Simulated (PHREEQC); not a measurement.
**Polishing slurry liquid**

Make-up at 60 °C: 0.025 mol HNO3, 0.00018 mol H4SiO4 and 0.0055 mol H3BO3 per kg of water. Closed to the air; pH follows from the charge balance.

The numbers come from PHREEQC with the ion-association model, wateq4f.dat.

```
Item                       Value
----------------  --------------
pH                          1.66
ionic strength    0.0250 mol/kgw
total alkalinity    -25.0 meq/kg
```

```csv
species,molality,activity,log γ
H+,0.0250,0.0219,-0.058
NO3-,0.0250,0.0211,-0.074
H3BO3,0.00550,0.00553,0.003
H4SiO4,0.000180,0.000181,0.003
```

This is a speciation only: nothing precipitates in the calculation. Constants without temperature data keep their 25 °C values here.
